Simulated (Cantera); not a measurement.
Adiabatic ignition

An adiabatic, constant-volume homogeneous reactor starts with CH₄ : H₂ : O₂ : N₂ = 1 : 0.12 : 3.75 : 14.1 (molar parts), equivalence ratio 0.55, at 1675 K and 3750 Torr.

Cantera simulation using GRI-Mech 3.0 (53 species, 325 reactions); the numbers are that mechanism's predictions, not measurements.

```tsv
t (s)	T (K)	P (bar)	x CH₄	x H₂	x O₂	x H₂O	x CH₂	x NO
2.00e-6	1675	5.00	0.0527	0.00633	0.198	5.01e-6	3.34e-11	<1e-12
4.51e-6	1675	5.00	0.0527	0.00633	0.198	2.05e-5	2.16e-10	<1e-12
1.02e-5	1675	5.00	0.0525	0.00632	0.198	0.000119	2.64e-9	3.90e-12
2.30e-5	1681	5.02	0.0510	0.00634	0.197	0.00129	7.57e-8	4.53e-11
5.18e-5	2800	8.47	<1e-12	0.00327	0.0871	0.0971	<1e-12	0.000465
0.000117	2828	8.54	<1e-12	0.00283	0.0850	0.0985	<1e-12	0.00424
0.000264	2818	8.50	<1e-12	0.00278	0.0820	0.0989	<1e-12	0.0106
0.000595	2806	8.46	<1e-12	0.00273	0.0787	0.0994	<1e-12	0.0176
0.00134	2800	8.44	<1e-12	0.00271	0.0771	0.0996	<1e-12	0.0210
0.00303	2799	8.44	<1e-12	0.00270	0.0769	0.0996	<1e-12	0.0214
0.00684	2799	8.44	<1e-12	0.00270	0.0769	0.0996	<1e-12	0.0214
0.0154	2799	8.44	<1e-12	0.00270	0.0769	0.0996	<1e-12	0.0214
0.0348	2799	8.44	<1e-12	0.00270	0.0769	0.0996	<1e-12	0.0214
0.0786	2799	8.44	<1e-12	0.00270	0.0769	0.0996	<1e-12	0.0214
0.177	2799	8.44	<1e-12	0.00270	0.0769	0.0996	<1e-12	0.0214
0.400	2799	8.44	<1e-12	0.00270	0.0769	0.0996	<1e-12	0.0214
```
x: mole fraction; the columns are a selection and need not sum to one.

| Property | Value |
|---|---|
| time of steepest temperature rise | 42.8 µs |
| temperature at 0.400 s | 2799 K |
| equilibrium temperature | 2799 K |
| x(CH₄) at 0.400 s | <1e-12 (gas-phase equilibrium <1e-12) |
| x(H₂) at 0.400 s | 0.00270 (gas-phase equilibrium 0.00270) |
| x(O₂) at 0.400 s | 0.0769 (gas-phase equilibrium 0.0769) |
